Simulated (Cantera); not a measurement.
A closed system holds: 1 mol TiC, 0.14 mol C, 0.74 mol H₂, at 2100 Pa.

Method: chemical equilibrium by Gibbs-energy minimisation in Cantera with the NASA 1993 tables (ideal gas, pure condensed phases). Candidate condensed phases: C, C₆H₆, C₇H₈, C₈H₁₈, Ti, TiC; 77 gas species. TiC: taken at fixed stoichiometry. Kinetics and transport are ignored.

Task: At 1675 °C, list the 4 most abundant gas species with their mole fractions, and the condensed phases.

Result: H₂ 0.992, H 0.00777, C₂H₂ (acetylene) 0.000534, CH₄ 1.01e-5. Condensed: C(graphite) + TiC(s).
